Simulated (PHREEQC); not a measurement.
Make-up at 45 °C: 0.00052 mol MgSO4, 0.00024 mol HCl and 0.0035 mol Na2SO4 per kg of water. Closed to the air; pH follows from the charge balance.

All values are PHREEQC results (ion-association model, phreeqc.dat), not measurements.

Precipitation was switched off in this run.

Q: Order these S species by the share of S that they hold, largest first: SO4-2, HSO4-, MgSO4, NaSO4-.

A: SO4-2 (91 %), MgSO4 (4.7 %), NaSO4- (2.3 %), HSO4- (1.6 %)

The pH is 3.80 and the ionic strength 0.0118 mol/kgw. Complexes and solids missing from the database can't appear. Away from 25 °C the constants follow the database's enthalpies or fits; those with neither stay at their 25 °C values.
